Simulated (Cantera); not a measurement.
A freely propagating, adiabatic, planar premixed flame of CH4 : O2 : N2 : CO2 = 1 : 2.82 : 10.6 : 0.6 (molar parts), unburnt at 525 K and 1.00 atm; mixture-averaged transport, grid criteria slope 0.08 and curve 0.16, no radiation.

Detailed kinetics in Cantera: GRI-Mech 3.0 (53 species, 325 reactions). Burning velocities carry a grid error of a few per cent, more on coarse grids.

Problem. How do the results move with these cheaper or finer settings: unity-Lewis-number transport; multicomponent transport; multicomponent+Soret transport; grid criteria slope 0.5, curve 1; grid criteria slope 0.25, curve 0.5; grid criteria slope 0.03, curve 0.06?

Solution. 
```csv
setting,laminar burning velocity,thermal thickness,peak x(OH),peak x(C2H2),grid points
as above,50.1 cm/s,0.531 mm,0.00507,1.39e-5,133
unity-Lewis-number transport,45.7 cm/s,0.517 mm,0.00549,1.06e-5,128
multicomponent transport,50.5 cm/s,0.535 mm,0.00509,1.43e-5,134
multicomponent+Soret transport,49.6 cm/s,0.540 mm,0.00503,1.36e-5,133
"grid criteria slope 0.5, curve 1",55.1 cm/s,0.566 mm,0.00514,1.35e-5,40
"grid criteria slope 0.25, curve 0.5",52.2 cm/s,0.545 mm,0.00508,1.36e-5,60
"grid criteria slope 0.03, curve 0.06",49.3 cm/s,0.526 mm,0.00505,1.40e-5,355
```
The base run took very roughly 27 core-seconds.
Unity Lewis numbers drop preferential diffusion, which matters most where H2 and H carry the flame; Soret adds thermal diffusion.
